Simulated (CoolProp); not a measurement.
Saturation properties of ammonia (Tc = 405.6 K, pc = 11.36 MPa, ω = 0.256).

The numbers come from the reference Helmholtz-energy equation of state, Gao 2020 in CoolProp.

| T (K) | p (MPa) | surface tension (mN/m) | liquid conductivity (mW/(m K)) |
|---|---|---|---|
| 306.2 | 1.276 | 18.7 | 463 |
| 310.8 | 1.456 | 17.6 | 450 |
| 315.5 | 1.658 | 16.6 | 437 |
| 320.2 | 1.882 | 15.5 | 425 |
| 324.8 | 2.121 | 14.5 | 412 |
| 329.5 | 2.389 | 13.5 | 399 |
| 334.2 | 2.682 | 12.5 | 387 |
| 338.9 | 3.001 | 11.5 | 374 |
| 343.5 | 3.339 | 10.6 | 362 |

It boils at 239.8 K under 1 atm.

Thermal conductivity comes from a separate model (Tufeu 1984). Surface tension comes from a separate correlation (Mulero 2012).
